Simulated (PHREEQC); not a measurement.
0.033 g of hydrous ferric oxide (600 m²/g; 0.2 weak and 0.005 strong sites per Fe, Dzombak-Morel constants, diffuse double layer) in 1 kg of water with 0.3 mol/kgw of an inert sodium salt and 2.5e-05 mol BaCl2, at 25 °C; the pH is set by adding NaOH or the inert anion's acid. Oxygen is held at 0.21 atm. No CO2 enters from the air. Nothing may precipitate in this run.

The numbers come from PHREEQC with the ion-association model, wateq4f.dat.

### Question
Predict Ba sorbed (%) at pH = 8.5, 12.

### Answer
```json
[
 {"pH": "8.5", "Ba sorbed (%)": "5.9"},
 {"pH": "12", "Ba sorbed (%)": "60.1"}
]
```
